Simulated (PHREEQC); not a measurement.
Make-up at 85 °C: 0.044 mol/kgw NaHS and 0.00078 mol/kgw ZnCl2. It is in equilibrium with CO2 at log p = -2 (atm). Otherwise closed; pH follows from the charge balance.

Equilibrium calculation in PHREEQC: ion-association model, wateq4f.dat.

```tsv
quantity	before	after
pH	7.59	7.29
HS- (mol/kgw)	0.0394	0.00732
H2S (mol/kgw)	0.00272	0.00115
HCO3- (mol/kgw)	0.00251	0.00113
SI of Nahcolite (NaHCO3)	-4.05	-5.01
SI of Halite (NaCl)	-6.05	-7.35
```

What was changed between the two runs?
(A) temperature from 85 to 20 °C
(B) temperature from 85 to 30 °C
(C) diluted 5-fold with water
(D) ZnCl2 replaced by CaCl2 at the same molality

C, diluted 5-fold with water

Precipitation was switched off in this run. Some of these states are supersaturated (in Sphalerite (slow to form), for instance). Away from 25 °C the constants follow the database's enthalpies or fits; those with neither stay at their 25 °C values.
